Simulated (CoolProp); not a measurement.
A closed Brayton cycle with carbon dioxide: compressor inlet 319.15 K and 8.8 MPa, high pressure 26.2 MPa, turbine inlet 720 K, compressor efficiency 0.85, turbine efficiency 0.9, recuperator effectiveness 0.95 (on enthalpy, no pinch check). Each further row changes one setting.

The numbers come from the reference Helmholtz-energy equation of state, Span 1996 in CoolProp.

| case | thermal efficiency (%) | net work (kJ/kg) | compressor to turbine work | compressor exit (K) | turbine exit (K) |
|---|---|---|---|---|---|
| as stated | 31.8 | 72.4 | 0.40 | 397.6 | 599.4 |
| turbine inlet 670 K | 28.9 | 61.9 | 0.44 | 397.6 | 553.8 |
| compressor inlet 329.15 K | 29.6 | 62.6 | 0.48 | 420.5 | 599.4 |
| high pressure 22.3 MPa | 31.6 | 65.2 | 0.38 | 385.7 | 616.8 |
| recuperator effectiveness 0.5 | 21.7 | 72.4 | 0.40 | 397.6 | 599.4 |
